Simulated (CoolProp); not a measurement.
Vapour-liquid equilibrium of cis-2-butene (1) + acetone (2) at 255.1 K; x and y are mole fractions of (1).

Model: multi-fluid Helmholtz-energy mixture model, Lemmon 2005 and Lemmon 2006; pair parameters Bell 2016, in CoolProp.

```csv
x,"bubble pressure, mixture model (kPa)","bubble pressure, Raoult's law (kPa)","y, mixture model","y, Raoult's law"
0.05,10.01,5.163,0.684,0.393
0.125,18.12,7.963,0.836,0.638
0.2,24.07,10.76,0.883,0.755
0.275,28.21,13.56,0.905,0.824
0.35,30.97,16.36,0.918,0.869
0.425,32.74,19.16,0.925,0.901
0.5,33.88,21.96,0.930,0.925
0.575,34.68,24.76,0.933,0.943
0.65,35.36,27.56,0.937,0.958
0.725,36.10,30.36,0.942,0.970
0.8,37.01,33.16,0.949,0.980
0.875,38.16,35.96,0.960,0.989
0.95,39.58,38.76,0.980,0.996
```

The largest gap from Raoult's law is +127.6 % in bubble pressure, at x = 0.125. No azeotrope shows between x = 0.05 and 0.95.

The pair parameters rest on a limited set of measurements; away from them the model extrapolates. With so large a gap from Raoult's law the liquid may split in two, which this calculation doesn't test in full.
